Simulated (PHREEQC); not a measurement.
A PHREEQC speciation (ion-association model, phreeqc.dat) at 25 °C gives pH 1.38 and these molalities:

| species | mol/kgw |
|---|---|
| H+ | 0.0498 |
| H3PO4 | 0.0258 |
| HSO4- | 0.0234 |
| SO4-2 | 0.0106 |
| H2PO4- | 0.00517 |

Q: What are the element totals, and what could have been dissolved in 1 kg of water to give them?

A: Several could match; the one computed here: totals P 0.0310, S(6) 0.0340 mol/kgw, from 31 mmol/kgw H3PO4 and 34 mmol/kgw H2SO4.

This is a speciation only: nothing precipitates in the calculation.
